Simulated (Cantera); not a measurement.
An isothermal, constant-pressure homogeneous reactor starts with 42.4 % H2, 15.7 % O2, 41.9 % N2, at 1075 K and 81000 Pa.

Cantera simulation using GRI-Mech 3.0 (53 species, 325 reactions); the numbers are that mechanism's predictions, not measurements. The temperature is held fixed by assumption; the heat of reaction is taken as removed at once.

x: mole fraction; the columns are a selection and need not sum to one.

| t (s) | x H2 | x O2 | x NO | x N2O | x H2O2 | x H2O |
|---|---|---|---|---|---|---|
| 9.00e-6 | 0.424 | 0.157 | <1e-12 | <1e-12 | 8.34e-12 | 3.03e-9 |
| 2.63e-5 | 0.424 | 0.157 | <1e-12 | <1e-12 | 1.55e-10 | 8.84e-8 |
| 7.66e-5 | 0.424 | 0.157 | <1e-12 | 4.34e-12 | 2.11e-7 | 0.000134 |
| 0.000224 | 0.126 | 0.00170 | 1.37e-6 | 8.17e-9 | 1.44e-7 | 0.366 |
| 0.000652 | 0.129 | (withheld) | 1.38e-6 | (withheld) | (withheld) | 0.372 |
| 0.00190 | 0.130 | 6.46e-7 | 1.35e-6 | 1.41e-9 | 4.36e-9 | 0.373 |
| 0.00555 | 0.130 | 3.67e-8 | 1.28e-6 | 1.02e-9 | 1.28e-9 | 0.373 |
| 0.0162 | 0.130 | 3.21e-9 | 1.12e-6 | 1.50e-9 | 3.32e-10 | 0.373 |
| 0.0473 | 0.130 | 4.14e-10 | 8.37e-7 | 2.39e-9 | 6.74e-11 | 0.373 |
| 0.138 | 0.130 | 6.02e-11 | 4.92e-7 | 2.61e-9 | 1.07e-11 | 0.373 |
| 0.403 | 0.130 | 8.23e-12 | (withheld) | (withheld) | 1.49e-12 | 0.373 |
| 1.17 | 0.130 | 1.01e-12 | 8.40e-8 | 9.75e-10 | <1e-12 | 0.373 |
| 3.43 | 0.130 | <1e-12 | 2.84e-8 | 4.29e-10 | <1e-12 | 0.373 |
| 10.0 | 0.130 | <1e-12 | 9.11e-9 | 1.49e-10 | <1e-12 | 0.373 |

Question: Fill in the missing entries.

Answer: 
- 0.000652, x O2: 1.78e-5
- 0.000652, x N2O: 3.00e-9
- 0.000652, x H2O2: 1.56e-8
- 0.403, x NO: 2.23e-7
- 0.403, x N2O: 1.84e-9
